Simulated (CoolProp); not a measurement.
Computed with CoolProp (reference Helmholtz-energy equation of state, de Reuck 1990).

### Question
For fluorine, give the phase and the cp (kJ/(kg K)), cv (kJ/(kg K)) at 26.85 °C and 12.3 MPa; 26.85 °C and 18.5 MPa.

### Answer
- 26.85 °C and 12.3 MPa: supercritical; cp 0.945, cv 0.620
- 26.85 °C and 18.5 MPa: supercritical; cp 1.01, cv 0.630
